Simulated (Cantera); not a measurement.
Charge: 1 mol Si, 4.7 mol NF3, 29 mol N2, held at 1148 K and 0.320 bar.

Cantera equilibrium calculation (NASA polynomials, part measured and part estimated; ideal gas, pure solids and liquids). Candidate condensed phases: Si, Si3N4; 16 gas species. The numbers say what is thermodynamically allowed, not how fast it happens.

Base state: N2 0.778, F 0.144, F2 0.0531, SiF4 0.0248, NF3 0.000192 (mole fractions); condensed: gas only.

Q: What changes in the equilibrium state with this change: NF3 from 4.7 to 0.6 mol?

A: 
```tsv
species	before	after
N2	0.778	0.985
SiF4	0.0248	0.0153
SiF3	<1e-9	1.25e-5
F	0.144	<1e-9
F2	0.0531	<1e-9
NF3	0.000192	<1e-9
Si3N4(s), mol	0	0.183
```
The tables' values for SiF3 are old estimates; treat these amounts as uncertain.
